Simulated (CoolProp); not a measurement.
Vapour-liquid equilibrium of o-xylene (1) + n-undecane (2) at 297.2 K; x and y are mole fractions of (1).

Computed with CoolProp (multi-fluid Helmholtz-energy mixture model, Zhou 2012 and Aleksandrov 2011; pair parameters Bell 2016).

```csv
x,"bubble pressure, mixture model (kPa)","bubble pressure, Raoult's law (kPa)","y, mixture model","y, Raoult's law"
0.05,0.09258,0.09332,0.450,0.454
0.15,0.1732,0.1727,0.737,0.736
0.25,0.2554,0.2520,0.843,0.840
0.35,0.3374,0.3314,0.897,0.895
0.45,0.4183,0.4107,0.930,0.928
0.55,0.4977,0.4900,0.952,0.951
0.65,0.5757,0.5694,0.967,0.967
0.75,0.6529,0.6487,0.979,0.979
0.85,0.7300,0.7281,0.989,0.989
0.95,0.8077,0.8074,0.996,0.997
```

The largest gap from Raoult's law is +1.9 % in bubble pressure, at x = 0.45. No azeotrope shows between x = 0.05 and 0.95.

Pair parameters are fitted to limited data, so mixtures are less certain than the pure fluids. The gap from Raoult's law changes sign with composition, which may be real or a fault of the pair parameters; it wasn't checked against measurements.
